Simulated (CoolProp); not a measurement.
Properties of oxygen at several states.

Model: reference Helmholtz-energy equation of state, Schmidt 1985, in CoolProp. Above 300 K oxygen's equation is extrapolated.

```
T (K)  p (bar)          phase  density (kg/m³)  isothermal compressibility (1/MPa)  viscosity (µPa s)  Prandtl number  fugacity coefficient
-----  -------  -------------  ---------------  ----------------------------------  -----------------  --------------  --------------------
259.6    0.551            gas           0.8174                               18.16               18.3           0.723                0.9993
332.5      5.4            gas            6.262                               1.855               22.5           0.718                0.9982
439.7      109  supercritical            93.88                             0.08964               29.7           0.750                 1.013
149.4      102         liquid            822.6                             0.01383               62.4            1.68                0.3464
```

Viscosity comes from a separate model (Lemmon 2004). Thermal conductivity comes from a separate model (Lemmon 2004).
